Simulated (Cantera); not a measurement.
**Premixed flame**

A freely propagating, adiabatic, planar premixed flame of H₂ : O₂ : N₂ = 1 : 0.943 : 4.43 (molar parts), unburnt at 450 K and 110000 Pa; mixture-averaged transport, grid criteria slope 0.08 and curve 0.16, no radiation.

Cantera simulation using the H2/O2 subset of GRI-Mech 3.0, which has no nitrogen chemistry; the numbers are that mechanism's predictions, not measurements. Burning velocities carry a grid error of a few per cent, more on coarse grids. Lean hydrogen flames are cellular in practice and burn faster than this planar one.

| z (mm) | T (K) | u (m/s) | x H₂ | x O₂ | x H₂O₂ | x O | x HO₂ | x H |
|---|---|---|---|---|---|---|---|---|
| -1.34 | 450 | 0.763 | 0.155 | 0.148 | 1.64e-8 | <1e-8 | 3.55e-8 | <1e-8 |
| -0.892 | 451 | 0.761 | 0.151 | 0.149 | 1.15e-7 | <1e-8 | 2.49e-7 | <1e-8 |
| -0.669 | 453 | 0.760 | 0.145 | 0.150 | 6.93e-7 | <1e-8 | 1.49e-6 | <1e-8 |
| -0.446 | 468 | 0.774 | 0.130 | 0.152 | 6.19e-6 | 4.29e-8 | 1.42e-5 | <1e-8 |
| -0.223 | 620 | 0.992 | 0.0907 | 0.150 | 5.39e-5 | 8.31e-6 | 0.000237 | 2.45e-5 |
| -0.112 | 870 | 1.37 | 0.0608 | 0.136 | 3.82e-5 | 0.000193 | 0.000192 | 0.000620 |
| 0 | 1143 | 1.80 | 0.0320 | 0.113 | 1.10e-5 | 0.00131 | 0.000105 | 0.00247 |
| 0.112 | 1331 | 2.09 | 0.0135 | 0.0931 | 4.72e-6 | 0.00266 | 6.61e-5 | 0.00342 |
| 0.223 | 1437 | 2.25 | 0.00604 | 0.0842 | 2.84e-6 | 0.00289 | 4.76e-5 | 0.00277 |
| 0.446 | 1531 | 2.40 | 0.00224 | 0.0798 | 1.42e-6 | 0.00193 | 2.95e-5 | 0.00121 |
| 0.892 | 1583 | 2.47 | 0.000780 | 0.0791 | 6.54e-7 | 0.000729 | 1.37e-5 | 0.000259 |
| 1.78 | 1602 | 2.50 | 0.000203 | 0.0792 | 2.72e-7 | 0.000191 | 4.39e-6 | 3.39e-5 |
| 3.57 | 1608 | 2.51 | 4.89e-5 | 0.0793 | 1.06e-7 | 4.83e-5 | 1.25e-6 | 4.21e-6 |
x: mole fraction of selected species; z is measured from the peak of heat release.

The laminar burning velocity comes out as 76.4 cm/s. The thermal thickness is 0.446 mm. The peak x(H₂O₂) is 5.59e-5 and the peak x(O) is 0.00293. The peak x(HO₂) is 0.000258. The peak x(H) is 0.00342.
